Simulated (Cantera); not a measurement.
Charge: 1 mol Cr, 0.075 mol O2, 46 mol H2, at 1975 K and 2.80e-5 bar.

These are equilibrium values from Cantera (NASA tables, ideal gas, pure condensed phases), not measurements of a reactor. Candidate condensed phases: Cr, Cr2O3, H2O; 13 gas species. Equilibrium is a limit: real reactors are often held back by kinetics, nucleation or transport.

What is the equilibrium state?


```
Quantity                              Value
--------------------------------  ---------
x(H2)                                 0.754
x(H)                                  0.225
x(Cr)                                0.0188
x(H2O)                              0.00270
x(OH)                               7.65e-5
x(CrO)                              4.42e-5
x(O)                                1.68e-5
gas amount                        52.95 mol
log10 activity of Cr(s) (absent)      -3.21
```
